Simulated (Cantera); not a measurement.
Feed: 1 mol BF3, 2.5 mol H2, held at 100000 Pa.

Method: chemical equilibrium by Gibbs-energy minimisation in Cantera with the NASA 1993 tables (ideal gas, pure condensed phases). Candidate condensed phases: B; 20 gas species. The numbers say what is thermodynamically allowed, not how fast it happens. All values below are at 502 °C.

Base state: H2 0.714, BF3 0.286, BHF2 0.000120, HF 0.000120 (mole fractions); condensed: gas only.

Question: What changes in the equilibrium state with this change: 0.39 mol NH3 added?

Answer: 
| species | before | after |
|---|---|---|
| H2 | 0.714 | 0.717 |
| BF3 | 0.286 | 0.232 |
| N2 | 0 | 0.0443 |
| HF | 0.000120 | 0.00623 |
| NH3 | 0 | 0.000496 |
| BHF2 | 0.000120 | 1.90e-6 |
| BN(s), mol | 0 | 0.00888 |
Further candidate phases: BN.
